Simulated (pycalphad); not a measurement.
CALPHAD calculation (pycalphad, COST 507 light-alloy database (1999)), 1 atm. These are 1990s assessments: newer ones move some temperatures and phases.

Molar enthalpy of Si-11.29Al (wt.%) in equilibrium (SER reference):

```csv
T (K),H (kJ/mol),phases
2350,99.96,liquid
2250,97.19,liquid
2150,94.42,liquid
2050,91.64,liquid
1950,88.87,liquid
1850,86.10,liquid
1750,83.32,liquid
1650,80.55,liquid
1550,50.99,diamond (Si) + liquid
1450,40.04,diamond (Si) + liquid
1350,33.85,diamond (Si) + liquid
1250,29.17,diamond (Si) + liquid
1150,25.19,diamond (Si) + liquid
1050,21.62,diamond (Si) + liquid
950,18.31,diamond (Si) + liquid
850,13.40,diamond (Si) + fcc
750,10.75,diamond (Si) + fcc
650,8.20,diamond (Si) + fcc
550,5.73,diamond (Si) + fcc
```

Cooling from 1650 K to 850 K, across the freezing range, releases 67.1 kJ/mol, or 2400 J/g. The slope is 28 J/(mol K) in the liquid and 27 J/(mol K) just below the solidus, where it includes any heat of precipitation. Liquidus 1629 K, solidus 850 K. Changes were sought between steps of 100 K, so a narrower field can be missed.
